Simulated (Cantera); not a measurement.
What does this Cantera script print?

```python
import numpy as np
import cantera as ct

gas_names = """
    CL CL2 H HCL H2 Si SiCL SiCL2 SiCL3 SiCL4 SiH SiHCL3 SiH2 SiH2CL2 SiH3 SiH3CL SiH4 Si2 Si3
""".split()
cond_names = """
    Si(cr) Si(L)
""".split()


# ... load() reads the species with a 1 bar reference pressure and builds the phases ...
atoms = {
    'SiCl4': {'Si': 1, 'CL': 4},
    'HCl': {'H': 1, 'CL': 1},
    'H2': {'H': 2},
}
top_T = {}  # K; cautious upper limits of use, not melting points


# ... equilibrate(T, P, feed) seeds the gas with the atoms and calls Mixture.equilibrate('TP', solver="vcs", rtol=1e-11, max_steps=5000) ...
results = []
feed = {'SiCl4': 1, 'HCl': 4.1, 'H2': 10}  # mol
P = 1000  # Pa
for T in [925, 1025, 1125, 1225, 1325, 1425, 1525, 1625]:
    mix = equilibrate(T, P, feed)
    results.append((T, P, feed, dict(zip(mix.species_names, mix.species_moles))))
    x = sorted(zip(gas.X, gas.species_names), reverse=True)
    print(f"T = {T:g} K  P = {P:g} Pa  gas = {mix.phase_moles(0):.4g} mol")
    print("   x: " + "  ".join(f"{s} {v:.3e}" for v, s in x if v > 0.0001))
    print("   condensed (mol): " + ("  ".join(f"{mix.phase(i).name} {mix.phase_moles(i):.4g}"
          for i in range(1, mix.n_phases) if mix.phase_moles(i) > 1e-12) or "none"))
```

Result:

```
T = 925 K  P = 1000 Pa  gas = 15.1 mol
   x: H2 6.616e-01  HCL 2.721e-01  SiCL4 6.560e-02  SiHCL3 5.795e-04
   condensed (mol): none
T = 1025 K  P = 1000 Pa  gas = 15.1 mol
   x: H2 6.605e-01  HCL 2.733e-01  SiCL4 6.443e-02  SiHCL3 1.338e-03  SiCL3 3.919e-04
   condensed (mol): none
T = 1125 K  P = 1000 Pa  gas = 15.13 mol
   x: H2 6.562e-01  HCL 2.777e-01  SiCL4 6.038e-02  SiHCL3 2.479e-03  SiCL3 2.215e-03  SiCL2 1.000e-03
   condensed (mol): none
T = 1225 K  P = 1000 Pa  gas = 15.29 mol
   x: H2 6.386e-01  HCL 2.960e-01  SiCL4 4.639e-02  SiCL2 8.718e-03  SiCL3 7.152e-03  SiHCL3 3.123e-03
   condensed (mol): none
T = 1325 K  P = 1000 Pa  gas = 15.63 mol
   x: H2 6.039e-01  HCL 3.321e-01  SiCL2 2.835e-02  SiCL4 2.263e-02  SiCL3 1.087e-02  SiHCL3 2.107e-03
   condensed (mol): none
T = 1425 K  P = 1000 Pa  gas = 15.9 mol
   x: H2 5.773e-01  HCL 3.597e-01  SiCL2 4.600e-02  SiCL3 9.024e-03  SiCL4 6.964e-03  SiHCL3 8.746e-04
   condensed (mol): none
T = 1525 K  P = 1000 Pa  gas = 16.02 mol
   x: H2 5.663e-01  HCL 3.710e-01  SiCL2 5.459e-02  SiCL3 5.723e-03  SiCL4 1.783e-03  SiHCL3 3.075e-04  H 1.780e-04
   condensed (mol): none
T = 1625 K  P = 1000 Pa  gas = 16.07 mol
   x: H2 5.621e-01  HCL 3.748e-01  SiCL2 5.817e-02  SiCL3 3.456e-03  H 5.290e-04  SiCL4 4.770e-04  CL 2.777e-04  SiHCL3 1.115e-04
   condensed (mol): none
```

Method: chemical equilibrium by Gibbs-energy minimisation in Cantera with the NASA 1993 tables (ideal gas, pure condensed phases). The tables' values for SiCl3, SiCl are old estimates; treat these amounts as uncertain.
